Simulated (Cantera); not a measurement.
Cantera with NASA thermochemical tables; ideal gases at 1 bar, condensed phases pure. Values are per mole of reaction as written; species without (g) are pure solids or liquids, kept so even where they would boil at 1 bar.

4 Ti + 7 CO(g) = Ti₄O₇ + 7 C

| T (K) | ΔH° (kJ) | ΔS° (J/K) | ΔG° (kJ) | log10 K | condensed phases |
|---|---|---|---|---|---|
| 300 | -2630.9 | -1267.8 | -2250.6 | 391.86 | Ti(α), Ti₄O₇(s), C(graphite) |
| 2298 | -2319.2 | -1066.7 | 132.2 | -3.00 | Ti(l), Ti₄O₇(l), C(graphite) |
| 2348 | (withheld) | (withheld) | (withheld) | (withheld) | Ti(l), Ti₄O₇(l), C(graphite) |
| 2398 | (withheld) | (withheld) | (withheld) | (withheld) | Ti(l), Ti₄O₇(l), C(graphite) |
| 2448 | -2303.6 | -1060.2 | 291.7 | -6.22 | Ti(l), Ti₄O₇(l), C(graphite) |
| 2498 | -2298.3 | -1058.0 | 344.6 | -7.21 | Ti(l), Ti₄O₇(l), C(graphite) |
| 2548 | -2293.1 | -1056.0 | 397.5 | -8.15 | Ti(l), Ti₄O₇(l), C(graphite) |
| 2598 | -2287.9 | -1053.9 | 450.2 | -9.05 | Ti(l), Ti₄O₇(l), C(graphite) |
| 2648 | (withheld) | (withheld) | (withheld) | (withheld) | Ti(l), Ti₄O₇(l), C(graphite) |
| 2698 | -2277.4 | -1050.0 | 555.4 | -10.75 | Ti(l), Ti₄O₇(l), C(graphite) |
| 2748 | -2272.2 | -1048.0 | 607.9 | -11.55 | Ti(l), Ti₄O₇(l), C(graphite) |

Q: Complete the blanks.

A: 
- 2348, ΔH° (kJ): -2314.0
- 2348, ΔS° (J/K): -1064.5
- 2348, ΔG° (kJ): 185.5
- 2348, log10 K: -4.13
- 2398, ΔH° (kJ): -2308.8
- 2398, ΔS° (J/K): -1062.3
- 2398, ΔG° (kJ): 238.6
- 2398, log10 K: -5.20
- 2648, ΔH° (kJ): -2282.7
- 2648, ΔS° (J/K): -1051.9
- 2648, ΔG° (kJ): 502.9
- 2648, log10 K: -9.92
